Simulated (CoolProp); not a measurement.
A Linde-Hampson liquefier for normal hydrogen: isothermal reversible compression at 250 K from 1 atm to 10 MPa, throttling to 1 atm, return gas leaving the recuperator 0 K below the feed. Each further row changes one setting.

The numbers come from the reference Helmholtz-energy equation of state, Leachman 2009 in CoolProp.

```
case                        compression work (kJ/kg of gas)
--------------------------  -------------------------------
as stated                                              4800
high pressure 20 MPa                                   5590
warm-end temperature 280 K                             5370
warm-end gap 5 K                                       4800
```
